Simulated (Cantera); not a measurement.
Cantera run, input and output.

```python
import numpy as np
import cantera as ct

gas = ct.Solution("gri30.yaml")


def delay(T, t_max=10):
    gas.TPX = T, 100000, {'CH4': 1, 'H2': 0.74, 'O2': 1.82, 'N2': 6.85}
    reactor = ct.IdealGasConstPressureReactor(gas, clone=False)
    net = ct.ReactorNet([reactor])
    net.rtol, net.atol = 1e-8, 1e-16
    while net.time < t_max:
        t_old, T_old = net.time, reactor.T
        net.step()
        if reactor.T > T + 400:  # ignition: a rise of 400 K
            return t_old + (T + 400 - T_old) / (reactor.T - T_old) * (net.time - t_old)
    return np.nan


taus = []
for T in [998, 1073, 1148, 1223, 1298, 1373, 1448, 1523]:
    taus.append(delay(T))
    print(f"T0 = {T:6g} K   tau = {taus[-1]:.4e} s")
```

It prints:

```
T0 =    998 K   tau = 1.2809e-02 s
T0 =   1073 K   tau = 5.3917e-03 s
T0 =   1148 K   tau = 2.6218e-03 s
T0 =   1223 K   tau = 1.3557e-03 s
T0 =   1298 K   tau = 7.3855e-04 s
T0 =   1373 K   tau = 4.2438e-04 s
T0 =   1448 K   tau = 2.5746e-04 s
T0 =   1523 K   tau = 1.6446e-04 s
```

Cantera simulation using GRI-Mech 3.0 (53 species, 325 reactions); the numbers are that mechanism's predictions, not measurements. Below about 1000 K GRI-Mech 3.0 lacks low-temperature oxidation paths.
